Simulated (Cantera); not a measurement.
## Low-pressure radical oxidation in H2/O2

An isothermal, constant-pressure homogeneous reactor starts with H2 : O2 = 0.013 : 1 (molar parts), equivalence ratio 0.0065, at 1225 K and 10.00 Torr.

Model: the H2/O2 subset of GRI-Mech 3.0, which has no nitrogen chemistry, integrated in Cantera. Radical loss at walls, strong at low pressure, is not modelled.

| t (s) | x H2 | x O2 | x H2O2 | x OH | x HO2 |
|---|---|---|---|---|---|
| 0.000200 | 0.0128 | 0.987 | <1e-12 | 3.14e-9 | 3.70e-9 |
| 0.000549 | 0.0128 | 0.987 | 3.53e-12 | 1.51e-8 | 1.02e-8 |
| 0.00151 | 0.0128 | 0.987 | 2.61e-11 | 2.21e-7 | 2.86e-8 |
| 0.00413 | 0.0125 | 0.987 | 1.07e-9 | 0.000170 | 5.75e-7 |
| 0.0113 | 8.09e-5 | 0.976 | 2.46e-8 | 0.00112 | 1.05e-6 |
| 0.0311 | 5.99e-5 | 0.977 | 2.24e-8 | 0.00101 | 9.67e-7 |
| 0.0854 | 4.45e-5 | 0.980 | 2.17e-8 | 0.000871 | 8.46e-7 |
| 0.234 | 2.30e-5 | 0.983 | 1.94e-8 | 0.000627 | 6.14e-7 |
| 0.643 | 7.13e-6 | 0.986 | 1.40e-8 | 0.000350 | 3.24e-7 |
| 1.76 | 1.48e-6 | 0.987 | 7.00e-9 | 0.000160 | 1.19e-7 |
| 4.84 | 2.71e-7 | 0.987 | 2.43e-9 | 6.89e-5 | 3.35e-8 |
| 13.3 | 5.44e-8 | 0.987 | 6.96e-10 | 3.09e-5 | 9.69e-9 |
| 36.4 | 1.31e-8 | 0.987 | 2.01e-10 | 1.52e-5 | 5.07e-9 |
| 100 | 4.15e-9 | 0.987 | 7.12e-11 | 8.57e-6 | 5.70e-9 |
x: mole fraction; the columns are a selection and need not sum to one.

Equilibrium at this temperature and pressure: H2 2.40e-9, O2 0.987, H2O2 4.42e-11, OH 6.52e-6, HO2 6.86e-9 (gas phase only).
